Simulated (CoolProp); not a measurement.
Vapour-liquid equilibrium of C2F6 (R116) (1) + R134a (2) at 220.8 K; x and y are mole fractions of (1).

Values from CoolProp's multi-fluid Helmholtz-energy mixture model, Lemmon 2006 and Tillner-Roth 1994; pair parameters Bell 2016.

Task: Give the bubble pressure and the first vapour's composition at x = 0.05, 0.35, 0.8. Is there an azeotrope?

Result: x = 0.05: 0.09536 MPa, y = 0.735; x = 0.35: 0.2632 MPa, y = 0.914; x = 0.8: 0.3036 MPa, y = 0.942. No azeotrope shows between x = 0.05 and 0.95.

Pair parameters are fitted to limited data, so mixtures are less certain than the pure fluids. With so large a gap from Raoult's law the liquid may split in two, which this calculation doesn't test in full.
